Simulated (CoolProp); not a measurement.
Vapour-liquid equilibrium of propane (1) + R236FA (2) at 304 kPa; x and y are mole fractions of (1).

Model: multi-fluid Helmholtz-energy mixture model, Lemmon 2009 and Pan 2012; pair parameters Bell 2016, in CoolProp.

```tsv
x	bubble temperature, mixture model (K)	bubble temperature, Raoult's law (K)	y, mixture model	y, Raoult's law
0.05	289.5	298.0	0.346	0.156
0.15	273.9	291.5	0.658	0.395
0.25	266.6	285.8	0.761	0.564
0.35	263.4	280.9	0.802	0.687
0.45	262.0	276.5	0.820	0.777
0.55	261.3	272.6	0.832	0.844
0.65	260.7	269.1	0.842	0.895
0.75	260.1	266.0	0.859	0.935
0.85	259.5	263.1	0.890	0.965
0.95	259.2	260.6	0.949	0.990
```

The largest gap from Raoult's law is -19.2 K in bubble temperature, at x = 0.25. y crosses x between x = 0.85 and 0.95: the model has an azeotrope there.

Pair parameters are fitted to limited data, so mixtures are less certain than the pure fluids. With so large a gap from Raoult's law the liquid may split in two, which this calculation doesn't test in full.
